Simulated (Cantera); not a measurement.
An isothermal, constant-pressure homogeneous reactor starts with NO : N2 = 1 : 0.38 (molar parts), at 1850 K and 585 Torr.

Cantera simulation using GRI-Mech 3.0 (53 species, 325 reactions); the numbers are that mechanism's predictions, not measurements.

One state of this run: x NO = 0.708; x N2O = 0.000214; x N2 = 0.284; x O2 = 0.00800; x NO2 = 0.000388; x O = 3.05e-5. x: mole fraction; the columns are a selection and need not sum to one.

**Question.** Which value of t (s) does it belong to?
A) 0.000256
B) 0.0548
C) 0.160
D) 0.0187

**Answer.** B, 0.0548
